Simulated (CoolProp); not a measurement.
n-pentane along the isobar 16.8 MPa: Z from the reference equation and from simpler models built on Tc = 469.7 K, pc = 3.368 MPa, ω = 0.251; each cubic takes its own stable root.

Values from CoolProp's reference Helmholtz-energy equation of state, Thol 2019.

```
T (K)          phase  reference
-----  -------------  ---------
303.4         liquid     0.7557
344.4         liquid     0.7053
385.4         liquid     0.6720
426.4         liquid     0.6535
467.4         liquid     0.6492
508.4  supercritical     0.6600
549.4  supercritical     0.6872
590.4  supercritical     0.7288
```

### Question
How far does each simpler model (van der Waals, Redlich-Kwong, Peng-Robinson) lie from the reference over these 8 states: mean and median of the absolute difference, and the worst?

### Answer
- van der Waals: mean 39.5 %, median 42.1 %, worst +56.4 % at 303.4 K and 16.8 MPa
- Redlich-Kwong: mean 8.0 %, median 9.1 %, worst +10.3 % at 303.4 K and 16.8 MPa
- Peng-Robinson: mean 2.7 %, median 3.0 %, worst -4.2 % at 344.4 K and 16.8 MPa
